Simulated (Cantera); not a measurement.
What does this Cantera script print?

```python
import numpy as np
import cantera as ct

gas = ct.Solution("gri30.yaml")
gas.TPX = 1775, 1100000, {'CH3OH': 1, 'O2': 0.4, 'N2': 2.35}
reactor = ct.IdealGasReactor(gas, energy="on", clone=False)
net = ct.ReactorNet([reactor])
net.rtol, net.atol = 1e-08, 1e-16
show = ['CH3OH', 'O2', 'C2H4', 'NO', 'CH2CO', 'CO', 'CO2']
times = np.geomspace(3e-06, 2, 11)

steps = ct.SolutionArray(gas, extra=["t"])
rows = []
print(f"{'t/s':>10s}{'T/K':>9s}{'P/Pa':>11s}" + "".join(f"{s:>11s}" for s in show))
for t in times:
    while net.time < t:
        t_next = net.step()
        steps.append(gas.state, t=t_next)
    rows.append([np.interp(t, steps.t, y) for y in (steps.T, steps.P, *steps(*show).X.T)])
    print(f"{t:10.3e}{rows[-1][0]:9.1f}{rows[-1][1]:11.4g}" + "".join(f"{x:11.3e}" for x in rows[-1][2:]))
rate = np.gradient(steps.T, steps.t)
print("integrator steps:", len(steps.t))
if steps.T.max() > steps.T[0] + 200:
    print(f"time of steepest temperature rise: {steps.t[rate.argmax()]:.4e} s")
gas.TPX = 1775, 1100000, {'CH3OH': 1, 'O2': 0.4, 'N2': 2.35}
gas.equilibrate("UV")
print(f"equilibrium (UV): T = {gas.T:.1f} K  " + "  ".join(f"{s} {gas[s].X[0]:.3e}" for s in show))
```

Output:

```
       t/s      T/K       P/Pa      CH3OH         O2       C2H4         NO      CH2CO         CO        CO2
 3.000e-06   2490.8  2.193e+06  4.078e-06  1.338e-03  2.625e-05  2.422e-06  1.446e-05  1.724e-01  1.027e-02
 1.147e-05   2528.5   2.23e+06  8.211e-07  6.821e-07  4.184e-06  5.749e-06  3.740e-06  1.691e-01  1.556e-02
 4.384e-05   2523.2  2.233e+06  1.387e-07  6.269e-07  6.139e-07  1.411e-05  7.839e-07  1.707e-01  1.545e-02
 1.676e-04   2521.8  2.233e+06  4.552e-10  6.229e-07  1.057e-09  2.481e-05  1.841e-09  1.712e-01  1.537e-02
 6.407e-04   2521.8  2.233e+06  7.429e-11  6.228e-07  2.171e-13  2.738e-05  4.399e-11  1.712e-01  1.537e-02
 2.449e-03   2521.8  2.233e+06  7.431e-11  6.227e-07  2.174e-13  3.002e-05  4.403e-11  1.712e-01  1.537e-02
 9.364e-03   2521.8  2.233e+06  7.431e-11  6.226e-07  2.174e-13  3.078e-05  4.404e-11  1.712e-01  1.537e-02
 3.580e-02   2521.8  2.233e+06  7.431e-11  6.226e-07  2.174e-13  3.078e-05  4.404e-11  1.712e-01  1.537e-02
 1.369e-01   2521.8  2.233e+06  7.431e-11  6.226e-07  2.174e-13  3.078e-05  4.404e-11  1.712e-01  1.537e-02
 5.232e-01   2521.8  2.233e+06  7.431e-11  6.226e-07  2.174e-13  3.078e-05  4.404e-11  1.712e-01  1.537e-02
 2.000e+00   2521.8  2.233e+06  7.431e-11  6.226e-07  2.174e-13  3.078e-05  4.404e-11  1.712e-01  1.537e-02
integrator steps: 1625
time of steepest temperature rise: 2.1646e-06 s
equilibrium (UV): T = 2521.8 K  CH3OH 7.625e-11  O2 6.226e-07  C2H4 2.422e-13  NO 3.078e-05  CH2CO 4.902e-11  CO 1.712e-01  CO2 1.537e-02
```

Computed with Cantera and GRI-Mech 3.0 (53 species, 325 reactions). GRI-Mech 3.0 was tuned for natural gas; its chemistry of methanol as a main component is partial and can be far from experiment.
